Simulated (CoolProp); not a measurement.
Properties of CH2F2 (R32) along the isobar 145 kPa.

Model: reference Helmholtz-energy equation of state, Tillner-Roth 1997, in CoolProp.

```json
[
 {"T (°C)": "-45.75", "phase": "liquid", "density (kg/m³)": "1197", "cv (kJ/(kg K))": "0.9380", "Joule-Thomson coefficient (K/MPa)": "-0.2424"},
 {"T (°C)": "-37.15", "phase": "gas", "density (kg/m³)": "4.028", "cv (kJ/(kg K))": "0.6630", "Joule-Thomson coefficient (K/MPa)": "61.28"},
 {"T (°C)": "-28.65", "phase": "gas", "density (kg/m³)": "3.862", "cv (kJ/(kg K))": "0.6526", "Joule-Thomson coefficient (K/MPa)": "52.88"},
 {"T (°C)": "-20.05", "phase": "gas", "density (kg/m³)": "3.710", "cv (kJ/(kg K))": "0.6500", "Joule-Thomson coefficient (K/MPa)": "46.17"},
 {"T (°C)": "-11.45", "phase": "gas", "density (kg/m³)": "3.572", "cv (kJ/(kg K))": "0.6516", "Joule-Thomson coefficient (K/MPa)": "40.69"},
 {"T (°C)": "-2.95", "phase": "gas", "density (kg/m³)": "3.447", "cv (kJ/(kg K))": "0.6560", "Joule-Thomson coefficient (K/MPa)": "36.16"},
 {"T (°C)": "5.65", "phase": "gas", "density (kg/m³)": "3.331", "cv (kJ/(kg K))": "0.6624", "Joule-Thomson coefficient (K/MPa)": "32.29"},
 {"T (°C)": "14.25", "phase": "gas", "density (kg/m³)": "3.223", "cv (kJ/(kg K))": "0.6703", "Joule-Thomson coefficient (K/MPa)": "28.98"},
 {"T (°C)": "22.75", "phase": "gas", "density (kg/m³)": "3.123", "cv (kJ/(kg K))": "0.6793", "Joule-Thomson coefficient (K/MPa)": "26.17"},
 {"T (°C)": "31.35", "phase": "gas", "density (kg/m³)": "3.029", "cv (kJ/(kg K))": "0.6893", "Joule-Thomson coefficient (K/MPa)": "23.71"},
 {"T (°C)": "39.95", "phase": "gas", "density (kg/m³)": "2.941", "cv (kJ/(kg K))": "0.7002", "Joule-Thomson coefficient (K/MPa)": "21.58"},
 {"T (°C)": "48.45", "phase": "gas", "density (kg/m³)": "2.860", "cv (kJ/(kg K))": "0.7115", "Joule-Thomson coefficient (K/MPa)": "19.73"},
 {"T (°C)": "57.05", "phase": "gas", "density (kg/m³)": "2.782", "cv (kJ/(kg K))": "0.7235", "Joule-Thomson coefficient (K/MPa)": "18.09"},
 {"T (°C)": "65.65", "phase": "gas", "density (kg/m³)": "2.708", "cv (kJ/(kg K))": "0.7359", "Joule-Thomson coefficient (K/MPa)": "16.65"}
]
```
